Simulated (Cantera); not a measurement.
Input (Python, Cantera):

```python
import numpy as np
import cantera as ct

gas = ct.Solution("gri30.yaml")
gas.TPX = 1275, 250000, {'CH4': 1, 'O2': 1.11, 'N2': 4.18}
reactor = ct.IdealGasReactor(gas, energy="on", clone=False)
net = ct.ReactorNet([reactor])
net.rtol, net.atol = 1e-08, 1e-16
show = ['CH4', 'O2', 'CH2O', 'H2', 'HCO']
times = np.geomspace(6e-06, 1, 13)

steps = ct.SolutionArray(gas, extra=["t"])
rows = []
print(f"{'t/s':>10s}{'T/K':>9s}{'P/Pa':>11s}" + "".join(f"{s:>11s}" for s in show))
for t in times:
    while net.time < t:
        t_next = net.step()
        steps.append(gas.state, t=t_next)
    rows.append([np.interp(t, steps.t, y) for y in (steps.T, steps.P, *steps(*show).X.T)])
    print(f"{t:10.3e}{rows[-1][0]:9.1f}{rows[-1][1]:11.4g}" + "".join(f"{x:11.3e}" for x in rows[-1][2:]))
rate = np.gradient(steps.T, steps.t)
print("integrator steps:", len(steps.t))
if steps.T.max() > steps.T[0] + 200:
    print(f"time of steepest temperature rise: {steps.t[rate.argmax()]:.4e} s")
gas.TPX = 1275, 250000, {'CH4': 1, 'O2': 1.11, 'N2': 4.18}
gas.equilibrate("UV")
print(f"equilibrium (UV): T = {gas.T:.1f} K  " + "  ".join(f"{s} {gas[s].X[0]:.3e}" for s in show))
```

Output:

```
       t/s      T/K       P/Pa        CH4         O2       CH2O         H2        HCO
 6.000e-06   1275.0    2.5e+05  1.590e-01  1.765e-01  9.708e-10  1.997e-09  1.071e-15
 1.634e-05   1275.0    2.5e+05  1.590e-01  1.765e-01  7.586e-09  6.524e-09  8.532e-15
 4.451e-05   1275.0    2.5e+05  1.590e-01  1.765e-01  6.437e-08  2.679e-08  7.598e-14
 1.212e-04   1275.0    2.5e+05  1.590e-01  1.765e-01  6.682e-07  1.793e-07  9.239e-13
 3.302e-04   1275.0    2.5e+05  1.590e-01  1.765e-01  7.940e-06  1.891e-06  1.665e-11
 8.993e-04   1275.4  2.501e+05  1.589e-01  1.764e-01  5.251e-05  1.298e-05  1.433e-10
 2.449e-03   1277.4  2.505e+05  1.585e-01  1.762e-01  2.168e-04  7.070e-05  7.479e-10
 6.672e-03   1295.8  2.542e+05  1.551e-01  1.739e-01  1.119e-03  7.978e-04  9.496e-09
 1.817e-02   2746.2  6.189e+05  7.913e-11  6.793e-05  3.689e-08  1.254e-01  7.209e-07
 4.949e-02   2746.2  6.189e+05  7.913e-11  6.793e-05  3.689e-08  1.254e-01  7.209e-07
 1.348e-01   2746.2  6.189e+05  7.913e-11  6.793e-05  3.689e-08  1.254e-01  7.209e-07
 3.672e-01   2746.2  6.189e+05  7.913e-11  6.793e-05  3.689e-08  1.254e-01  7.209e-07
 1.000e+00   2746.2  6.189e+05  7.913e-11  6.793e-05  3.689e-08  1.254e-01  7.209e-07
integrator steps: 2247
time of steepest temperature rise: 9.6300e-03 s
equilibrium (UV): T = 2746.2 K  CH4 8.922e-11  O2 6.793e-05  CH2O 3.689e-08  H2 1.254e-01  HCO 7.209e-07
```

Detailed kinetics in Cantera: GRI-Mech 3.0 (53 species, 325 reactions).
